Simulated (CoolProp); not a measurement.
R11 along the isobar 57.5 bar: density (kg/m³) from the reference equation and from simpler models built on Tc = 198.0 °C, pc = 44.08 bar, ω = 0.189; each cubic takes its own stable root.

Computed with CoolProp (reference Helmholtz-energy equation of state, Jacobsen 1992).

```json
[
 {"T (°C)": "30.15", "phase": "liquid", "reference": "1479", "van der Waals": "953.7", "Soave-Redlich-Kwong": "1405", "Peng-Robinson": "1585"},
 {"T (°C)": "36.15", "phase": "liquid", "reference": "1466", "van der Waals": "946.2", "Soave-Redlich-Kwong": "1392", "Peng-Robinson": "1570"},
 {"T (°C)": "42.05", "phase": "liquid", "reference": "1452", "van der Waals": "938.6", "Soave-Redlich-Kwong": "1378", "Peng-Robinson": "1556"},
 {"T (°C)": "48.05", "phase": "liquid", "reference": "1438", "van der Waals": "930.8", "Soave-Redlich-Kwong": "1365", "Peng-Robinson": "1540"},
 {"T (°C)": "54.05", "phase": "liquid", "reference": "1423", "van der Waals": "922.8", "Soave-Redlich-Kwong": "1350", "Peng-Robinson": "1524"},
 {"T (°C)": "60.05", "phase": "liquid", "reference": "1409", "van der Waals": "914.7", "Soave-Redlich-Kwong": "1335", "Peng-Robinson": "1508"},
 {"T (°C)": "65.95", "phase": "liquid", "reference": "1394", "van der Waals": "906.5", "Soave-Redlich-Kwong": "1321", "Peng-Robinson": "1492"},
 {"T (°C)": "71.95", "phase": "liquid", "reference": "1379", "van der Waals": "898.0", "Soave-Redlich-Kwong": "1305", "Peng-Robinson": "1474"},
 {"T (°C)": "77.95", "phase": "liquid", "reference": "1364", "van der Waals": "889.3", "Soave-Redlich-Kwong": "1289", "Peng-Robinson": "1456"},
 {"T (°C)": "83.95", "phase": "liquid", "reference": "1348", "van der Waals": "880.5", "Soave-Redlich-Kwong": "1272", "Peng-Robinson": "1438"},
 {"T (°C)": "89.85", "phase": "liquid", "reference": "1332", "van der Waals": "871.5", "Soave-Redlich-Kwong": "1255", "Peng-Robinson": "1419"},
 {"T (°C)": "95.85", "phase": "liquid", "reference": "1316", "van der Waals": "862.2", "Soave-Redlich-Kwong": "1238", "Peng-Robinson": "1399"},
 {"T (°C)": "101.85", "phase": "liquid", "reference": "1299", "van der Waals": "852.6", "Soave-Redlich-Kwong": "1220", "Peng-Robinson": "1378"},
 {"T (°C)": "107.85", "phase": "liquid", "reference": "1282", "van der Waals": "842.8", "Soave-Redlich-Kwong": "1201", "Peng-Robinson": "1357"},
 {"T (°C)": "113.75", "phase": "liquid", "reference": "1265", "van der Waals": "832.8", "Soave-Redlich-Kwong": "1181", "Peng-Robinson": "1335"},
 {"T (°C)": "119.75", "phase": "liquid", "reference": "1246", "van der Waals": "822.4", "Soave-Redlich-Kwong": "1161", "Peng-Robinson": "1311"}
]
```
